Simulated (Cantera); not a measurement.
A freely propagating, adiabatic, planar premixed flame of CO : H2 : CH4 : O2 : N2 : H2O = 1 : 0.32 : 0.21 : 1.54 : 5.71 : 0.29 (molar parts), equivalence ratio 0.70, unburnt at 500 K and 0.132 atm; mixture-averaged transport, grid criteria slope 0.08 and curve 0.16, no radiation.

Computed with Cantera and GRI-Mech 3.0 (53 species, 325 reactions). Burning velocities carry a grid error of a few per cent, more on coarse grids.

x: mole fraction of selected species; z is measured from the peak of heat release.

```
z (mm)  T (K)  u (m/s)    x CO     x H2     x CH4  x C2H  x NO2   x C2H6
------  -----  -------  ------  -------  --------  -----  -----  -------
-11.7     500     1.45   0.110   0.0353    0.0232  <1e-8  <1e-8    <1e-8
-7.79     500     1.45   0.110   0.0352    0.0232  <1e-8  <1e-8    <1e-8
-5.85     500     1.45   0.110   0.0351    0.0232  <1e-8  <1e-8    <1e-8
-3.90     501     1.45   0.110   0.0346    0.0232  <1e-8  <1e-8  1.37e-8
-1.95     562     1.63   0.109   0.0313    0.0227  <1e-8  <1e-8  5.13e-6
-0.974      …     2.25   0.106        …         …  <1e-8  <1e-8        …
0        1148     3.32   0.100   0.0186   0.00496  <1e-8  <1e-8  3.04e-6
0.974    1332     3.83  0.0796  0.00980  0.000164  <1e-8  <1e-8    <1e-8
1.95     1415     4.04  0.0594  0.00769   2.39e-6  <1e-8  <1e-8    <1e-8
3.90     1520     4.29  0.0382  0.00810     <1e-8  <1e-8  <1e-8    <1e-8
7.79     1632     4.57  0.0290  0.00782     <1e-8  <1e-8  <1e-8    <1e-8
15.6     1745     4.84  0.0260  0.00645     <1e-8  <1e-8  <1e-8    <1e-8
31.2     1852     5.10       …        …     <1e-8  <1e-8  <1e-8    <1e-8
```

Q: What belongs in the gaps?

A: 
- -0.974, T (K): 779
- -0.974, x H2: 0.0266
- -0.974, x CH4: 0.0185
- -0.974, x C2H6: 1.65e-5
- 31.2, x CO: 0.0215
- 31.2, x H2: 0.00479
